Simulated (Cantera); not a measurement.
A perfectly stirred reactor is fed with C3H8 : O2 : N2 = 1 : 3.33 : 12.5 (molar parts), equivalence ratio 1.5, at 1130 Torr; it is adiabatic with a 598 K inlet, and is followed from long to short residence time, starting on the burning branch (τ in s: 0.094, 0.047, 0.023, 0.012, 0.0058, 0.0029, 0.0014, 0.00071, 0.00035, 0.00018, 8.7e-05, 4.3e-05).

Cantera simulation using GRI-Mech 3.0 (53 species, 325 reactions); the numbers are that mechanism's predictions, not measurements. GRI-Mech 3.0 was tuned for natural gas; its chemistry of propane as a main component is partial and can be far from experiment.

x: mole fraction; the columns are a selection and need not sum to one.

```tsv
τ (s)	T (K)	x C3H8	x O2	x CH2O	x CH2CO	x H2
0.094	2179	2.22e-7	4.92e-5	7.90e-7	5.26e-7	0.0628
0.047	2175	4.04e-7	7.97e-5	1.30e-6	8.27e-7	0.0627
0.023	2170	7.37e-7	0.000131	2.14e-6	1.28e-6	0.0625
0.012	2165	1.27e-6	0.000208	3.39e-6	1.88e-6	0.0623
0.0058	2158	2.35e-6	0.000351	5.72e-6	2.94e-6	0.0619
0.0029	2151	…	…	…	…	0.0614
0.0014	2142	…	…	…	…	0.0607
0.00071	2129	1.60e-5	0.00185	2.97e-5	1.43e-5	0.0596
0.00035	2108	3.26e-5	0.00345	5.35e-5	2.71e-5	0.0580
0.00018	2072	6.77e-5	0.00645	9.53e-5	5.40e-5	0.0562
8.7e-5	1974	0.000196	0.0153	0.000205	0.000166	0.0538
4.3e-5	598	0.0594	0.198	<1e-12	<1e-12	<1e-12
```

Task: Complete the blanks.

Result: 
- 0.0029, x C3H8: 4.31e-6
- 0.0029, x O2: 0.000591
- 0.0029, x CH2O: 9.63e-6
- 0.0029, x CH2CO: 4.69e-6
- 0.0014, x C3H8: 8.37e-6
- 0.0014, x O2: 0.00105
- 0.0014, x CH2O: 1.71e-5
- 0.0014, x CH2CO: 8.12e-6
